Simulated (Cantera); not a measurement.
Input (Python, Cantera) and output of one run.

```python
import numpy as np
import cantera as ct

gas_names = [...]  # 136 gases of nasa_gas.yaml made of C, H, N, O
cond_names = """
    C(gr) C6H6(L) C7H8(L) C8H18(L),n-octa H2O(s) H2O(L)
""".split()


# ... load() reads the species with a 1 bar reference pressure and builds the phases ...
atoms = {
    'C2H5OH': {'C': 2, 'H': 6, 'O': 1},
    'H2': {'H': 2},
    'N2': {'N': 2},
}
top_T = {'C(gr)': 4500}  # K; cautious upper limits of use, not melting points


# ... equilibrate(T, P, feed) seeds the gas with the atoms and calls Mixture.equilibrate('TP', solver="vcs", rtol=1e-11, max_steps=5000) ...
results = []
feed = {'C2H5OH': 1, 'H2': 28, 'N2': 2}  # mol
T = 2048  # K
P = 840  # Pa
mix = equilibrate(T, P, feed)
results.append((T, P, feed, dict(zip(mix.species_names, mix.species_moles))))
print(gas.report(threshold=1e-05))
for i in range(1, mix.n_phases):
    print(f"{mix.phase(i).name:16s} {mix.phase_moles(i):12.5e} mol")
```

It prints:

```
       temperature   2048 K
          pressure   840 Pa
           density   0.00021375 kg/m^3
  mean mol. weight   4.3331 kg/kmol
   phase of matter   gas

                          1 kg             1 kmol
                     ---------------   ---------------
          enthalpy        1.3224e+07        5.7302e+07  J
   internal energy        9.2945e+06        4.0274e+07  J
           entropy             55030        2.3845e+05  J/K
    Gibbs function       -9.9476e+07       -4.3104e+08  J
 heat capacity c_p              7926             34344  J/K
 heat capacity c_v            6007.2             26030  J/K

                      mass frac. Y      mole frac. X     chem. pot. / RT
                     ---------------   ---------------   ---------------
                CO           0.18794          0.029073           -42.592
    C2H2,acetylene         0.0055862        0.00092963           -30.088
                 H         0.0053521          0.023007           -12.228
               HCN          0.024656         0.0039531           -32.385
               HNC         0.0015255        0.00024458           -32.385
                H2           0.41256           0.88674           -24.456
                N2           0.36235          0.056047           -34.682
     [ +129 minor]          4.08e-05         7.817e-06

C(gr)             7.91332e-01 mol
```

Equilibrium computed with Cantera from the NASA thermochemical tables; the gas is ideal and each condensed phase is pure.
